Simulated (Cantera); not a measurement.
Cantera run:

```python
import numpy as np
import cantera as ct

gas_names = [...]  # 169 gases of nasa_gas.yaml made of C, H, N, O
cond_names = """
    C(gr) C6H6(L) C7H8(L) C8H18(L),n-octa H2O(s) H2O(L)
""".split()


# ... load() reads the species with a 1 bar reference pressure and builds the phases ...
atoms = {
    'toluene': {'C': 7, 'H': 8},
    'H2O': {'H': 2, 'O': 1},
    'N2': {'N': 2},
}
top_T = {'C(gr)': 4500}  # K; cautious upper limits of use, not melting points


# ... equilibrate(T, P, feed) seeds the gas with the atoms and calls Mixture.equilibrate('TP', solver="vcs", rtol=1e-11, max_steps=5000) ...
results = []
feed = {'toluene': 1, 'H2O': 5.3, 'N2': 1.7}  # mol
P = 81000  # Pa
for T in [3000, 3250, 3500, 3750, 4000, 4250, 4500, 4750, 5000]:
    mix = equilibrate(T, P, feed)
    results.append((T, P, feed, dict(zip(mix.species_names, mix.species_moles))))
    x = sorted(zip(gas.X, gas.species_names), reverse=True)
    print(f"T = {T:g} K  P = {P:g} Pa  gas = {mix.phase_moles(0):.4g} mol")
    print("   x: " + "  ".join(f"{s} {v:.3e}" for v, s in x if v > 1e-06))
    print("   condensed (mol): " + ("  ".join(f"{mix.phase(i).name} {mix.phase_moles(i):.4g}"
          for i in range(1, mix.n_phases) if mix.phase_moles(i) > 1e-12) or "none"))
```

It prints:

```
T = 3000 K  P = 81000 Pa  gas = 17.32 mol
   x: H2 4.323e-01  CO 3.059e-01  H 1.154e-01  N2 7.683e-02  HCN 3.490e-02  C2H2,acetylene 2.468e-02  HNC 6.587e-03  C2H 1.132e-03  CN 9.614e-04  C4H2 5.878e-04  C3 3.386e-04  C2H2,vinylidene 7.781e-05  C2N2 6.648e-05  C 5.994e-05  CH3 4.781e-05  C2 3.590e-05  CH2 2.966e-05  CH 1.593e-05  C6H2 1.485e-05  CH4 1.131e-05  C3H3,propargyl 6.442e-06  C5 5.686e-06  C2H3,vinyl 4.435e-06  N 4.289e-06  CNC 2.240e-06  HCO 2.208e-06  C2O 1.902e-06  C2H4 1.444e-06  NH 1.234e-06  C4 1.096e-06  C4N2 1.041e-06
   condensed (mol): none
T = 3250 K  P = 81000 Pa  gas = 18.34 mol
   x: H2 3.592e-01  CO 2.889e-01  H 2.138e-01  N2 7.189e-02  HCN 3.177e-02  C2H2,acetylene 1.929e-02  HNC 7.191e-03  C2H 2.740e-03  CN 2.428e-03  C3 1.316e-03  C4H2 4.323e-04  C 3.733e-04  C2 2.112e-04  C2H2,vinylidene 1.033e-04  C2N2 7.818e-05  CH 6.186e-05  CH2 5.406e-05  CH3 3.760e-05  C5 2.143e-05  N 1.839e-05  C6H2 1.035e-05  CNC 8.338e-06  C4 5.739e-06  C3H3,propargyl 4.469e-06  C2O 4.326e-06  CH4 4.273e-06  C2H3,vinyl 3.833e-06  NH 3.283e-06  HCO 3.043e-06  C4N2 1.158e-06
   condensed (mol): none
T = 3500 K  P = 81000 Pa  gas = 19.89 mol
   x: H 3.392e-01  H2 2.672e-01  CO 2.665e-01  N2 6.686e-02  HCN 2.531e-02  C2H2,acetylene 1.184e-02  HNC 6.689e-03  CN 4.968e-03  C2H 4.730e-03  C3 3.381e-03  C 1.666e-03  C2 8.340e-04  C4H2 2.184e-04  CH 1.721e-04  C2H2,vinylidene 9.927e-05  C2N2 7.701e-05  CH2 7.325e-05  N 6.365e-05  C5 4.669e-05  CH3 2.319e-05  CNC 2.210e-05  C4 1.787e-05  C2O 7.901e-06  NH 7.046e-06  C6H2 4.336e-06  HCO 3.626e-06  C2H3,vinyl 2.390e-06  C3H3,propargyl 2.152e-06  CH4 1.327e-06
   condensed (mol): none
T = 3750 K  P = 81000 Pa  gas = 21.81 mol
   x: H 4.654e-01  CO 2.430e-01  H2 1.746e-01  N2 6.272e-02  HCN 1.686e-02  CN 8.162e-03  C2H 5.433e-03  C 5.372e-03  C3 5.247e-03  C2H2,acetylene 5.110e-03  HNC 5.091e-03  C2 2.133e-03  CH 3.389e-04  N 1.869e-04  CH2 7.088e-05  C2H2,vinylidene 6.296e-05  C4H2 6.205e-05  C2N2 5.936e-05  C5 4.906e-05  CNC 4.001e-05  C4 2.907e-05  NH 1.255e-05  C2O 1.152e-05  CH3 1.044e-05  HCO 3.797e-06  CCN 1.317e-06
   condensed (mol): none
T = 4000 K  P = 81000 Pa  gas = 23.67 mol
   x: H 5.630e-01  CO 2.239e-01  H2 1.010e-01  N2 5.967e-02  C 1.301e-02  CN 1.101e-02  HCN 9.450e-03  C3 5.050e-03  C2H 4.247e-03  C2 3.662e-03  HNC 3.206e-03  C2H2,acetylene 1.560e-03  CH 4.887e-04  N 4.817e-04  CNC 5.094e-05  CH2 5.021e-05  C2N2 3.608e-05  C2H2,vinylidene 2.680e-05  C4 2.547e-05  C5 2.542e-05  NH 1.916e-05  C2O 1.392e-05  C4H2 9.929e-06  HCO 3.620e-06  CH3 3.477e-06  O 2.908e-06  CCN 2.123e-06
   condensed (mol): none
T = 4250 K  P = 81000 Pa  gas = 25.12 mol
   x: H 6.217e-01  CO 2.109e-01  N2 5.768e-02  H2 5.430e-02  C 2.449e-02  CN 1.244e-02  HCN 4.590e-03  C2 4.386e-03  C3 3.129e-03  C2H 2.371e-03  HNC 1.724e-03  N 1.118e-03  CH 5.434e-04  C2H2,acetylene 3.553e-04  CNC 4.709e-05  CH2 2.777e-05  NH 2.611e-05  C2N2 1.753e-05  C2O 1.440e-05  C4 1.257e-05  O 1.023e-05  C2H2,vinylidene 8.158e-06  C5 6.788e-06  HCO 3.281e-06  CCN 2.417e-06  OH 1.614e-06
   condensed (mol): none
T = 4500 K  P = 81000 Pa  gas = 26.08 mol
   x: H 6.512e-01  CO 2.031e-01  N2 5.660e-02  C 3.657e-02  H2 2.873e-02  CN 1.190e-02  C2 3.729e-03  N 2.379e-03  HCN 1.983e-03  C3 1.261e-03  C2H 9.807e-04  HNC 8.147e-04  CH 4.874e-04  C2H2,acetylene 6.366e-05  O 3.743e-05  NH 3.318e-05  CNC 3.198e-05  C2O 1.284e-05  CH2 1.280e-05  C2N2 6.783e-06  C4 3.527e-06  OH 3.018e-06  HCO 2.927e-06  Electron 2.614e-06  C+ 2.482e-06  CCN 1.976e-06  C2H2,vinylidene 1.884e-06
   condensed (mol): none
T = 4750 K  P = 81000 Pa  gas = 26.66 mol
   x: H 6.647e-01  CO 1.987e-01  N2 5.582e-02  C 4.564e-02  H2 1.558e-02  CN 9.993e-03  N 4.690e-03  C2 2.448e-03  HCN 8.005e-04  CH 3.773e-04  C3 3.700e-04  HNC 3.561e-04  C2H 3.308e-04  O 1.389e-04  NH 4.036e-05  CNC 1.720e-05  C2O 1.023e-05  C2H2,acetylene 9.968e-06  Electron 6.746e-06  C+ 6.310e-06  OH 6.013e-06  CH2 5.342e-06  HCO 2.618e-06  NO 2.590e-06  C2N2 2.216e-06  CCN 1.254e-06
   condensed (mol): none
T = 5000 K  P = 81000 Pa  gas = 27.01 mol
   x: H 6.702e-01  CO 1.957e-01  N2 5.445e-02  C 5.145e-02  H2 8.794e-03  N 8.596e-03  CN 7.850e-03  C2 1.429e-03  O 4.932e-04  HCN 3.214e-04  CH 2.739e-04  HNC 1.535e-04  C2H 1.049e-04  C3 9.680e-05  NH 4.740e-05  Electron 1.526e-05  C+ 1.409e-05  OH 1.206e-05  CNC 8.335e-06  C2O 7.744e-06  NO 7.325e-06  HCO 2.356e-06  CH2 2.197e-06  C2H2,acetylene 1.572e-06
   condensed (mol): none
```

Equilibrium computed with Cantera from the NASA thermochemical tables; the gas is ideal and each condensed phase is pure.
